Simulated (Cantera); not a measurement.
**NO annealing gas**

An isothermal, constant-pressure homogeneous reactor starts with 18.2 % NO, 81.8 % N₂, at 1625 K and 0.400 bar.

Model: GRI-Mech 3.0 (53 species, 325 reactions), integrated in Cantera.

| t (s) | x NO | x NO₂ | x N₂O | x O | x O₂ | x N₂ |
|---|---|---|---|---|---|---|
| 1.00e-6 | 0.182 | 1.35e-12 | 5.39e-10 | 5.37e-10 | <1e-12 | 0.818 |
| 4.61e-6 | 0.182 | 2.87e-11 | 2.48e-9 | 2.45e-9 | <1e-12 | 0.818 |
| 2.13e-5 | 0.182 | 5.89e-10 | 1.14e-8 | 1.09e-8 | 1.40e-12 | 0.818 |
| 9.80e-5 | 0.182 | 1.11e-8 | 5.27e-8 | 4.18e-8 | 2.65e-11 | 0.818 |
| 0.000452 | 0.182 | 1.46e-7 | 2.41e-7 | 1.00e-7 | 3.83e-10 | 0.818 |
| 0.00208 | 0.182 | 1.02e-6 | 1.07e-6 | 1.46e-7 | 4.39e-9 | 0.818 |
| 0.00960 | 0.182 | 5.66e-6 | 4.21e-6 | 3.21e-7 | 1.04e-7 | 0.818 |
| 0.0443 | 0.182 | 2.54e-5 | 1.04e-5 | 9.71e-7 | 5.74e-6 | 0.818 |
| 0.204 | 0.182 | 3.55e-5 | 1.20e-5 | 1.27e-6 | 8.78e-5 | 0.818 |
| 0.941 | 0.181 | 3.98e-5 | 1.19e-5 | 1.42e-6 | 0.000491 | 0.819 |
| 4.34 | 0.177 | 5.47e-5 | 1.14e-5 | 1.95e-6 | 0.00232 | 0.821 |
| 20.0 | 0.162 | 8.80e-5 | 9.40e-6 | 3.35e-6 | 0.0100 | 0.828 |
x: mole fraction; the columns are a selection and need not sum to one.

Equilibrium at this temperature and pressure: NO 0.00152, NO₂ 2.37e-6, N₂O 6.13e-8, O 9.30e-6, O₂ 0.0901, N₂ 0.908 (gas phase only).
